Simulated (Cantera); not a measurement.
An isothermal, constant-pressure homogeneous reactor starts with NO : N₂ = 1 : 4.2 (molar parts), at 2125 K and 13300 Pa. Integrator tolerance rtol = 1e-08.

Model: GRI-Mech 3.0 (53 species, 325 reactions), integrated in Cantera.

**Question.** What does this change do: pressure from 13300 Pa to 1500 Pa?

**Answer.** 
```json
[
 {"quantity": "x(NO) at 20.0 s", "before": "0.00750 (gas-phase equilibrium 0.00750)", "after": "0.00912 (gas-phase equilibrium 0.00743)"},
 {"quantity": "x(O) at 20.0 s", "before": "0.00138 (gas-phase equilibrium 0.00138)", "after": "0.00404 (gas-phase equilibrium 0.00407)"},
 {"quantity": "x(NO₂) at 20.0 s", "before": "2.56e-6 (gas-phase equilibrium 2.56e-6)", "after": "1.03e-6 (gas-phase equilibrium 8.44e-7)"},
 {"quantity": "x(N₂) at 20.0 s", "before": "0.899 (gas-phase equilibrium 0.899)", "after": "0.897 (gas-phase equilibrium 0.898)"},
 {"quantity": "x(O₂) at 20.0 s", "before": "0.0916 (gas-phase equilibrium 0.0916)", "after": "0.0894 (gas-phase equilibrium 0.0902)"},
 {"quantity": "x(N₂O) at 20.0 s", "before": "1.63e-7 (gas-phase equilibrium 1.63e-7)", "after": "6.13e-8 (gas-phase equilibrium 5.42e-8)"}
]
```
Radical loss at walls, strong at low pressure, is not modelled.
